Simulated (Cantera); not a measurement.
Input: 1 mol NF3, 0.47 mol H2O, 1.1 mol N2, held at 133 Pa.

Equilibrium computed with Cantera from the NASA thermochemical tables; the gas is ideal and each condensed phase is pure. Candidate condensed phases: H2O; 40 gas species. The numbers say what is thermodynamically allowed, not how fast it happens.

Task: At 1600 °C, list the 5 most abundant gas species with their mole fractions, and the condensed phases.

Result: F 0.426, N2 0.330, HF 0.194, O2 0.0471, NO 0.00162. Condensed: gas only.
